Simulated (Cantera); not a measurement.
A closed system holds: 1 mol Si3N4, a varied amount of H2, held at 2775 K and 18.0 mbar.

Equilibrium computed with Cantera from the NASA thermochemical tables; the gas is ideal and each condensed phase is pure. Candidate condensed phases: Si, Si3N4; 18 gas species. The tables' values for SiN are old estimates; treat these amounts as uncertain. Gases not in the tables: Si2H6 and higher silanes. Kinetics and transport are ignored.

x: gas mole fraction; nothing condenses.

| n(H2) (mol) | x Si | x N2 | x H2 | x H | x Si2 | x SiH | x SiN |
|---|---|---|---|---|---|---|---|
| 0.23 | 0.542 | 0.373 | 0.0119 | 0.0609 | 0.00671 | 0.00144 | 0.00308 |
| 0.35 | 0.524 | 0.361 | 0.0215 | 0.0819 | 0.00627 | 0.00187 | 0.00293 |
| 0.53 | 0.500 | 0.344 | 0.0369 | 0.107 | ___ | 0.00233 | 0.00273 |
| 0.8 | 0.469 | 0.323 | 0.0600 | 0.137 | ___ | 0.00279 | 0.00248 |
| 1.2 | 0.431 | 0.296 | 0.0923 | 0.170 | ___ | 0.00318 | 0.00219 |
| 1.9 | 0.379 | 0.260 | 0.142 | 0.210 | ___ | 0.00347 | 0.00180 |
| 2.8 | 0.329 | 0.226 | 0.193 | 0.245 | ___ | 0.00351 | 0.00146 |
| 4.3 | 0.270 | 0.185 | 0.256 | 0.282 | ___ | 0.00332 | 0.00108 |
| 6.5 | 0.214 | 0.147 | 0.319 | 0.315 | ___ | 0.00294 | 0.000765 |

Task: Some entries are withheld; supply them.

Result: 
- 0.53, x Si2: 0.00571
- 0.8, x Si2: 0.00503
- 1.2, x Si2: 0.00425
- 1.9, x Si2: 0.00328
- 2.8, x Si2: 0.00247
- 4.3, x Si2: 0.00167
- 6.5, x Si2: 0.00105
